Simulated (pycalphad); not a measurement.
Solubility of C in bcc Ti

All values are pycalphad results on the COST 507 light-alloy database (1999) (1 atm), not direct measurements. The data set is of 1999 and partly superseded.

Each column gives the C content (wt.%) of the matrix in two-phase equilibrium with that one phase alone, all others suspended, so the columns of phases that are not stable there are metastable solubilities; "dissolved" means that the alloy named is a single phase.

| T (°C) | against fcc | stable phases of Ti-4.24C (wt.%) |
|---|---|---|
| 987 | 0.13 | bcc + fcc |
| 1077 | 0.19 | bcc + fcc |
| 1167 | 0.25 | bcc + fcc |
| 1247 | 0.31 | bcc + fcc |
| 1327 | 0.38 | bcc + fcc |
| 1417 | 0.45 | bcc + fcc |
| 1507 | 0.53 | bcc + fcc |
| 1587 | 0.60 | bcc + fcc |

Problem. Fit ln x(C) against 1/T for the solubility against fcc (mole fractions, points under 5 at.%).

Solution. The slope gives Q ≈ 49 kJ per mole of dissolved C, with a prefactor of about 0.59; the line misses the points by up to 3.9 %.

The fcc model also describes the rock-salt carbide or nitride (TiC, TiN, HfC).
